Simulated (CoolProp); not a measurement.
Aqueous sodium chloride as a coolant, 22 % by mass, freezing at -19.1 °C, 1 atm.

The numbers come from the Melinder's fits for secondary coolants in CoolProp.

```csv
T (°C),cp (kJ/(kg K)),viscosity (mPa s),Prandtl number,conductivity (W/(m K))
-0.8,3.334,2.96,18.1,0.544
2.1,3.338,2.69,16.4,0.549
5,3.342,___,14.8,0.553
7.9,3.346,___,13.5,0.557
10.8,___,2.07,12.4,0.562
13.7,3.353,1.91,11.3,0.566
16.6,3.357,1.77,10.4,0.570
19.5,3.360,1.65,9.66,0.575
22.4,___,1.55,8.98,0.579
25.2,3.365,1.46,8.39,0.584
28.1,3.367,1.37,7.86,0.588
31,3.369,___,7.39,0.592
33.9,3.371,1.23,6.97,0.597
```

### Question
What belongs in the gaps?

### Answer

- 5, viscosity (mPa s): 2.46
- 7.9, viscosity (mPa s): 2.25
- 10.8, cp (kJ/(kg K)): 3.350
- 22.4, cp (kJ/(kg K)): 3.362
- 31, viscosity (mPa s): 1.30
